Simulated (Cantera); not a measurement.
A freely propagating, adiabatic, planar premixed flame of 36.7 % H₂, 12.2 % O₂, 45.9 % N₂, 5.14 % H₂O, equivalence ratio 1.5, unburnt at 400 K and 36000 Pa; mixture-averaged transport, grid criteria slope 0.08 and curve 0.16, no radiation.

Model: the H2/O2 subset of GRI-Mech 3.0, which has no nitrogen chemistry, integrated in Cantera. Burning velocities carry a grid error of a few per cent, more on coarse grids.

x: mole fraction of selected species; z is measured from the peak of heat release.

```json
[
 {"z (mm)": "-4.11", "T (K)": "400", "u (m/s)": "3.97", "x H₂": "0.367", "x O₂": "0.122", "x H₂O": "0.0514", "x H₂O₂": "<1e-8", "x O": "<1e-8", "x HO₂": "<1e-8"},
 {"z (mm)": "-2.74", "T (K)": "400", "u (m/s)": "3.97", "x H₂": "0.367", "x O₂": "0.122", "x H₂O": "0.0514", "x H₂O₂": "<1e-8", "x O": "<1e-8", "x HO₂": "<1e-8"},
 {"z (mm)": "-2.06", "T (K)": "400", "u (m/s)": "3.97", "x H₂": "0.367", "x O₂": "0.122", "x H₂O": "0.0514", "x H₂O₂": "<1e-8", "x O": "<1e-8", "x HO₂": "<1e-8"},
 {"z (mm)": "-1.37", "T (K)": "400", "u (m/s)": "3.97", "x H₂": "0.367", "x O₂": "0.122", "x H₂O": "0.0514", "x H₂O₂": "<1e-8", "x O": "<1e-8", "x HO₂": "___"},
 {"z (mm)": "-0.686", "T (K)": "408", "u (m/s)": "4.03", "x H₂": "0.365", "x O₂": "0.123", "x H₂O": "0.0518", "x H₂O₂": "2.82e-6", "x O": "1.32e-6", "x HO₂": "___"},
 {"z (mm)": "-0.343", "T (K)": "634", "u (m/s)": "6.12", "x H₂": "0.335", "x O₂": "0.118", "x H₂O": "0.0698", "x H₂O₂": "3.74e-5", "x O": "0.000142", "x HO₂": "___"},
 {"z (mm)": "0", "T (K)": "1070", "u (m/s)": "10.0", "x H₂": "0.239", "x O₂": "0.0854", "x H₂O": "0.146", "x H₂O₂": "1.84e-6", "x O": "0.00294", "x HO₂": "___"},
 {"z (mm)": "0.343", "T (K)": "1363", "u (m/s)": "12.6", "x H₂": "0.139", "x O₂": "0.0283", "x H₂O": "0.253", "x H₂O₂": "1.25e-6", "x O": "0.00588", "x HO₂": "___"},
 {"z (mm)": "0.686", "T (K)": "1491", "u (m/s)": "13.7", "x H₂": "0.112", "x O₂": "0.00975", "x H₂O": "0.289", "x H₂O₂": "9.87e-7", "x O": "0.00505", "x HO₂": "___"},
 {"z (mm)": "1.37", "T (K)": "1616", "u (m/s)": "14.7", "x H₂": "0.112", "x O₂": "0.00525", "x H₂O": "0.300", "x H₂O₂": "6.52e-7", "x O": "0.00423", "x HO₂": "___"},
 {"z (mm)": "2.74", "T (K)": "1744", "u (m/s)": "15.8", "x H₂": "0.118", "x O₂": "0.00385", "x H₂O": "0.306", "x H₂O₂": "3.63e-7", "x O": "0.00331", "x HO₂": "___"},
 {"z (mm)": "5.49", "T (K)": "1872", "u (m/s)": "16.7", "x H₂": "0.123", "x O₂": "0.00250", "x H₂O": "0.313", "x H₂O₂": "1.85e-7", "x O": "0.00223", "x HO₂": "___"},
 {"z (mm)": "11.0", "T (K)": "1985", "u (m/s)": "17.6", "x H₂": "0.127", "x O₂": "0.00140", "x H₂O": "0.320", "x H₂O₂": "9.38e-8", "x O": "0.00128", "x HO₂": "___"}
]
```

### Question
What belongs in the gaps?

### Answer

- -1.37, x HO₂: 1.23e-8
- -0.686, x HO₂: 8.26e-5
- -0.343, x HO₂: 0.000154
- 0, x HO₂: 4.65e-5
- 0.343, x HO₂: 1.31e-5
- 0.686, x HO₂: 4.19e-6
- 1.37, x HO₂: 2.03e-6
- 2.74, x HO₂: 1.35e-6
- 5.49, x HO₂: 8.35e-7
- 11.0, x HO₂: 4.75e-7
